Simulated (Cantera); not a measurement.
Feed: 1 mol SiH2Cl2, 0.5 mol O3, 13 mol N2, at 0.0638 Torr.

These are equilibrium values from Cantera (NASA tables, ideal gas, pure condensed phases), not measurements of a reactor. Candidate condensed phases: H2O, NH4Cl, Si, SiO2, Si2N2O, Si3N4; 47 gas species. The tables' values for SiCl3 are old estimates; treat these amounts as uncertain. The tables hold silica as quartz up to 1696 K and as liquid above; real silica turns to tridymite and cristobalite and melts near 1996 K. The numbers say what is thermodynamically allowed, not how fast it happens.

Task: At 1177 °C, list the 6 most abundant gas species with their mole fractions, and the condensed phases.

Result: N2 0.842, HCl 0.123, SiO 0.0280, H2 0.00319, SiCl2 0.00203, Cl 0.00182. Condensed: SiO2(β-quartz).
